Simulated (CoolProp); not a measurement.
CF4 (R14) along the isobar 256 kPa: density (kg/m³) from the reference equation and from simpler models built on Tc = -45.8 °C, pc = 3762 kPa, ω = 0.178; each cubic takes its own stable root.

Values from CoolProp's reference Helmholtz-energy equation of state, Platzer 1990. This equation is an older, rougher fit; its heat capacities, sound speeds and derivatives of the liquid may be far off and weren't checked against measurements.

```tsv
T (°C)	phase	reference	van der Waals	Soave-Redlich-Kwong	Peng-Robinson
-140.45	liquid	1668	22.08	1638	(withheld)
-123.55	liquid	(withheld)	(withheld)	1546	1749
-106.65	gas	17.34	17.02	17.35	17.41
-89.75	gas	(withheld)	15.31	(withheld)	(withheld)
-72.85	gas	14.02	13.92	14.02	(withheld)
-55.85	gas	12.82	12.76	12.82	(withheld)
-38.95	gas	11.82	11.80	11.82	11.85
-22.05	gas	10.98	10.97	10.98	11.00
-5.15	gas	10.25	10.25	10.25	10.27
11.75	gas	9.618	9.622	9.613	9.633
28.65	gas	9.060	9.068	9.055	9.072
45.65	gas	8.562	8.573	8.557	8.572
62.55	gas	8.120	8.132	8.115	8.128
79.45	gas	7.721	7.735	7.717	7.729
```

**Question.** Fill in the missing entries.

**Answer.** 
- -140.45, Peng-Robinson: 1848
- -123.55, reference: 1579
- -123.55, van der Waals: 19.20
- -89.75, reference: 15.48
- -89.75, Soave-Redlich-Kwong: 15.49
- -89.75, Peng-Robinson: 15.54
- -72.85, Peng-Robinson: 14.07
- -55.85, Peng-Robinson: 12.86

At some of these states van der Waals gives the other phase, because its saturation line lies elsewhere.
